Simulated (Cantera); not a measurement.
Input: 1 mol SiO2, a varied amount of C, 0.048 mol CO, at 1402 °C and 10.0 Torr.

Method: chemical equilibrium by Gibbs-energy minimisation in Cantera with the NASA 1993 tables (ideal gas, pure condensed phases). Candidate condensed phases: C, Si, SiC, SiO2; 20 gas species. Mutual solubility and eutectic melting of coexisting phases are not modelled. The tables hold silica as quartz up to 1696 K and as liquid above; real silica turns to tridymite and cristobalite and melts near 1996 K. The numbers say what is thermodynamically allowed, not how fast it happens.

log p: log10 of the partial pressure in bar; n: condensed amount in mol.

```
n(C) (mol)  log p CO  log p SiO  log p CO2  log p Si    n SiC(s)  n SiO2(β-quartz)  n C(graphite)
----------  --------  ---------  ---------  --------  ----------  ----------------  -------------
0.83           -1.99      -2.51      -6.80     -7.28  (withheld)             0.589              0
1.1            -1.99      -2.51      -6.80     -7.28  (withheld)             0.459              0
1.5            -1.99      -2.51      -6.80     -7.28  (withheld)             0.266              0
2.1            -1.98      -2.53      -6.80     -7.30  (withheld)                 0              0
2.8            -1.90      -3.19      -7.00     -7.67  (withheld)                 0              0
3.8            -1.88      -4.30      -7.53     -8.23       0.992                 0          0.815
5.2            -1.88      -4.30      -7.53     -8.23       0.992                 0           2.22
```

Question: Complete the blanks.

Answer: 
- 0.83, n SiC(s): 0.210
- 1.1, n SiC(s): 0.280
- 1.5, n SiC(s): 0.383
- 2.1, n SiC(s): 0.550
- 2.8, n SiC(s): 0.900
